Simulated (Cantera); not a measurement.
Charge: 1 mol HMDSO, 1.7 mol O3, 15 mol H2, 22 mol H2O, held at 0.500 bar.

Cantera equilibrium calculation (NASA polynomials, part measured and part estimated; ideal gas, pure solids and liquids). Candidate condensed phases: C, C6H6, C7H8, C8H18, H2O, Si, SiC, SiO2; 123 gas species. The feed counts by its element totals alone. The tables hold silica as quartz up to 1696 K and as liquid above; real silica turns to tridymite and cristobalite and melts near 1996 K. Gases not in the tables: Si(OH)4. Kinetics and transport are ignored.

x: gas mole fraction; n: condensed amount in mol.

| T (°C) | x H2O | x H2 | x CH4 | x CO | x CO2 | x H | x C2H6 | n SiO2(α-quartz) | n SiO2(β-quartz) |
|---|---|---|---|---|---|---|---|---|---|
| 275 | 0.602 | 0.248 | 0.150 | 2.00e-7 | 2.90e-5 | <1e-12 | (withheld) | 2.00 | 0 |
| 350 | 0.594 | 0.257 | 0.147 | 5.36e-5 | 0.00263 | <1e-12 | (withheld) | 2.00 | 0 |
| 425 | 0.522 | 0.335 | 0.117 | 0.00160 | 0.0239 | <1e-12 | (withheld) | 2.00 | 0 |
| 500 | 0.410 | 0.459 | 0.0675 | 0.0114 | 0.0521 | <1e-12 | (withheld) | 2.00 | 0 |
| 575 | 0.323 | 0.557 | 0.0222 | 0.0352 | 0.0631 | 2.01e-11 | (withheld) | 0 | 2.00 |
| 650 | 0.297 | 0.587 | 0.00340 | 0.0555 | 0.0573 | 2.65e-10 | (withheld) | 0 | 2.00 |
| 725 | 0.300 | 0.585 | 0.000439 | 0.0660 | 0.0490 | 2.33e-9 | (withheld) | 0 | 2.00 |
| 800 | 0.306 | 0.578 | 6.92e-5 | 0.0733 | 0.0420 | 1.51e-8 | (withheld) | 0 | 2.00 |
| 875 | 0.312 | 0.573 | 1.36e-5 | 0.0790 | 0.0364 | 7.67e-8 | <1e-12 | 0 | 2.00 |
| 950 | 0.316 | 0.568 | 3.25e-6 | 0.0836 | 0.0318 | 3.21e-7 | <1e-12 | 0 | 2.00 |
| 1025 | 0.320 | 0.565 | 9.09e-7 | 0.0872 | 0.0282 | 1.14e-6 | <1e-12 | 0 | 2.00 |

Question: Fill in the missing entries.

Answer: 
- 275, x C2H6: 1.44e-8
- 350, x C2H6: 8.20e-8
- 425, x C2H6: 1.71e-7
- 500, x C2H6: 1.36e-7
- 575, x C2H6: 3.28e-8
- 650, x C2H6: 1.68e-9
- 725, x C2H6: 5.70e-11
- 800, x C2H6: 2.66e-12
